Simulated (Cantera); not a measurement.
Input (Python, Cantera) and output of one run.

```python
import numpy as np
import cantera as ct

gas_names = """
    H H2 Si SiH SiH2 SiH3 SiH4 Si2 Si3
""".split()
cond_names = """
    Si(cr) Si(L)
""".split()


# ... load() reads the species with a 1 bar reference pressure and builds the phases ...
atoms = {
    'Si2H6': {'Si': 2, 'H': 6},
    'H2': {'H': 2},
}
top_T = {}  # K; cautious upper limits of use, not melting points


# ... equilibrate(T, P, feed) seeds the gas with the atoms and calls Mixture.equilibrate('TP', solver="vcs", rtol=1e-11, max_steps=5000) ...
results = []
feed = {'Si2H6': 1, 'H2': 3.8}  # mol
P = 930  # Pa
for T in [873, 948, 1023, 1098, 1173, 1248, 1323, 1398, 1473, 1548, 1623, 1698, 1773]:
    mix = equilibrate(T, P, feed)
    results.append((T, P, feed, dict(zip(mix.species_names, mix.species_moles))))
    x = sorted(zip(gas.X, gas.species_names), reverse=True)
    print(f"T = {T:g} K  P = {P:g} Pa  gas = {mix.phase_moles(0):.4g} mol")
    print("   x: " + "  ".join(f"{s} {v:.3e}" for v, s in x if v > 0.001))
    print("   condensed (mol): " + ("  ".join(f"{mix.phase(i).name} {mix.phase_moles(i):.4g}"
          for i in range(1, mix.n_phases) if mix.phase_moles(i) > 1e-12) or "none"))
```

It prints:

```
T = 873 K  P = 930 Pa  gas = 6.8 mol
   x: H2 1.000e+00
   condensed (mol): Si(cr) 2
T = 948 K  P = 930 Pa  gas = 6.8 mol
   x: H2 1.000e+00
   condensed (mol): Si(cr) 2
T = 1023 K  P = 930 Pa  gas = 6.8 mol
   x: H2 1.000e+00
   condensed (mol): Si(cr) 2
T = 1098 K  P = 930 Pa  gas = 6.8 mol
   x: H2 1.000e+00
   condensed (mol): Si(cr) 2
T = 1173 K  P = 930 Pa  gas = 6.8 mol
   x: H2 1.000e+00
   condensed (mol): Si(cr) 2
T = 1248 K  P = 930 Pa  gas = 6.8 mol
   x: H2 1.000e+00
   condensed (mol): Si(cr) 2
T = 1323 K  P = 930 Pa  gas = 6.8 mol
   x: H2 1.000e+00
   condensed (mol): Si(cr) 2
T = 1398 K  P = 930 Pa  gas = 6.8 mol
   x: H2 1.000e+00
   condensed (mol): Si(cr) 2
T = 1473 K  P = 930 Pa  gas = 6.8 mol
   x: H2 9.999e-01
   condensed (mol): Si(cr) 2
T = 1548 K  P = 930 Pa  gas = 6.801 mol
   x: H2 9.997e-01
   condensed (mol): Si(cr) 2
T = 1623 K  P = 930 Pa  gas = 6.803 mol
   x: H2 9.993e-01
   condensed (mol): Si(cr) 2
T = 1698 K  P = 930 Pa  gas = 6.806 mol
   x: H2 9.984e-01  H 1.498e-03
   condensed (mol): Si(L) 1.999
T = 1773 K  P = 930 Pa  gas = 6.812 mol
   x: H2 9.968e-01  H 2.945e-03
   condensed (mol): Si(L) 1.998
```

Cantera equilibrium calculation (NASA polynomials, part measured and part estimated; ideal gas, pure solids and liquids). The feed counts by its element totals alone. Gases not in the tables: Si2H6 and higher silanes.
